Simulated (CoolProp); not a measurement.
Vapour-liquid equilibrium of toluene (1) + n-dodecane (2) at 6.08 kPa; x and y are mole fractions of (1).

Model: multi-fluid Helmholtz-energy mixture model, Lemmon 2006 and Lemmon 2004; pair parameters Bell 2016, in CoolProp.

```
x     bubble temperature, mixture model (K)  bubble temperature, Raoult's law (K)  y, mixture model  y, Raoult's law
----  -------------------------------------  ------------------------------------  ----------------  ---------------
0.05                                  379.1                                 375.2             0.581            0.650
0.2                                   345.8                                 344.5               [?]            0.941
0.35                                    [?]                                 331.0             0.980            0.979
0.5                                     [?]                                 322.7             0.991            0.991
0.65                                    [?]                                 316.8             0.996            0.996
0.8                                   312.0                                 312.3             0.998            0.998
0.95                                  308.6                                 308.7             1.000            1.000
```

Task: Complete the blanks.

Result: 
- 0.2, y, mixture model: 0.937
- 0.35, bubble temperature, mixture model (K): 330.3
- 0.5, bubble temperature, mixture model (K): 321.7
- 0.65, bubble temperature, mixture model (K): 316.1

The largest gap from Raoult's law is +3.9 K in bubble temperature, at x = 0.05. No azeotrope shows between x = 0.05 and 0.95.

Pair parameters are fitted to limited data, so mixtures are less certain than the pure fluids. The gap from Raoult's law changes sign with composition, which may be real or a fault of the pair parameters; it wasn't checked against measurements.
